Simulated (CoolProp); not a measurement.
A single-stage vapour-compression cycle with R124: evaporating at 242.15 K (dew point), condensing at 266.15 K (bubble point), superheat 8 K, subcooling 8 K, compressor efficiency 0.8, no pressure losses. Each further row changes one setting.

Model: reference Helmholtz-energy equation of state, de Vries 1995, in CoolProp.

```
case                              cooling COP  pressure ratio  discharge temperature (K)  refrigerating effect (kJ/kg)  volumetric capacity (kJ/m³)
--------------------------------  -----------  --------------  -------------------------  ----------------------------  ---------------------------
as stated                                7.80            2.93                      282.8                           163                          463
evaporating temperature 247.15 K         10.2            2.30                      280.5                           166                          [?]
condensing temperature 261.15 K          10.0             [?]                        [?]                           168                          478
subcooling 13 K                          8.05            2.93                      282.8                           168                          478
superheat 18 K                            [?]            2.93                        [?]                           [?]                          462
compressor efficiency 0.7                 [?]            2.93                        [?]                           163                          463
```

Problem. Some entries are withheld; supply them.

Solution. 
- evaporating temperature 247.15 K, volumetric capacity (kJ/m³): 593
- condensing temperature 261.15 K, pressure ratio: 2.39
- condensing temperature 261.15 K, discharge temperature (K): 276.4
- superheat 18 K, cooling COP: 7.79
- superheat 18 K, discharge temperature (K): 293.2
- superheat 18 K, refrigerating effect (kJ/kg): 170
- compressor efficiency 0.7, cooling COP: 6.82
- compressor efficiency 0.7, discharge temperature (K): 286.8
